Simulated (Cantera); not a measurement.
Charge: 1 mol TiO2, 12 mol H2, equilibrated at 1498 K and 0.100 bar.

Method: chemical equilibrium by Gibbs-energy minimisation in Cantera with the NASA 1993 tables (ideal gas, pure condensed phases). Candidate condensed phases: H2O, Ti, TiO, TiO2, Ti2O3, Ti3O5, Ti4O7; 12 gas species. Mutual solubility and eutectic melting of coexisting phases are not modelled. Condensed phases not in the tables: Magnéli phases beyond Ti4O7. The numbers say what is thermodynamically allowed, not how fast it happens.

Question: What is the equilibrium state?

Answer: 
| Quantity | Result |
|---|---|
| x(H2) | 0.984 |
| x(H2O) | 0.0155 |
| x(H) | 5.39e-5 |
| n(TiO2(rutile)) | 0.254 mol |
| n(Ti4O7(s)) | 0.187 mol |
| gas amount | 12.00 mol |
| log10 activity of Ti3O5(s) (absent) | -0.14 |
| log10 activity of Ti2O3(s) (absent) | -0.65 |
| log10 activity of Ti(β) (absent) | -8.44 |
